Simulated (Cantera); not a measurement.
Feed: 1 mol (CH3)2SiCl2, 0.19 mol C3H8, 400 mol H2, at 2025 K and 0.100 bar.

Method: chemical equilibrium by Gibbs-energy minimisation in Cantera with the NASA 1993 tables (ideal gas, pure condensed phases). Candidate condensed phases: C, C6H6, C7H8, C8H18, Si, SiC; 109 gas species. The feed counts by its element totals alone. Kinetics and transport are ignored.

Base state: H2 0.988, H 0.00605, HCl 0.00490, C2H2 (acetylene) 0.000894, CH4 3.88e-5, Si 3.50e-5, Cl 2.23e-5 (mole fractions); condensed: C(graphite) + SiC(s).

Q: What changes in the equilibrium state with this change: (CH3)2SiCl2 replaced by SiHCl3?

A: 
```
species             before     after
----------------  --------  --------
H2                   0.988     0.986
HCl                0.00490   0.00711
H                  0.00605   0.00604
C2H2 (acetylene)  0.000894   3.22e-6
Si                 3.50e-5  0.000582
SiCl2              3.39e-6  0.000119
SiCl               1.44e-6   3.48e-5
CH4                3.88e-5   2.32e-6
Si2C               1.06e-6   1.77e-5
SiH                7.04e-6  0.000117
C(graphite), mol     0.847         0
SiC(s), mol          0.976     0.559
Si(l), mol               0    0.0258
```
Mutual solubility and eutectic melting of coexisting phases are not modelled. The tables' values for SiCl are old estimates; treat these amounts as uncertain. Gases not in the tables: Si2H6 and higher silanes.

Q: What changes in the equilibrium state with this change: pressure from 0.100 bar to 1.00 bar?

A: 
```json
[
 {"species": "H2", "before": "0.988", "after": "0.992"},
 {"species": "HCl", "before": "0.00490", "after": "0.00492"},
 {"species": "H", "before": "0.00605", "after": "0.00192"},
 {"species": "CH4", "before": "3.88e-5", "after": "0.000391"},
 {"species": "Si", "before": "3.50e-5", "after": "3.50e-6"},
 {"species": "CH3", "before": "4.69e-6", "after": "1.49e-5"},
 {"species": "Cl", "before": "2.23e-5", "after": "7.07e-6"},
 {"species": "C2H2 (acetylene)", "before": "0.000894", "after": "0.000898"},
 {"species": "C(graphite), mol", "before": "0.847", "after": "0.680"},
 {"species": "SiC(s), mol", "before": "0.976", "after": "0.993"}
]
```

Q: What changes in the equilibrium state with this change: pressure from 0.100 bar to 13.0 mbar?

A: 
```
species            before     after
----------------  -------  --------
H2                  0.988     0.977
H                 0.00605    0.0167
HCl               0.00490   0.00483
Si                3.50e-5  0.000269
CH4               3.88e-5   4.93e-6
SiC2              1.62e-6   1.25e-5
SiH               7.04e-6   1.94e-5
Cl                2.23e-5   6.12e-5
C(graphite), mol    0.847     0.966
SiC(s), mol         0.976     0.864
```
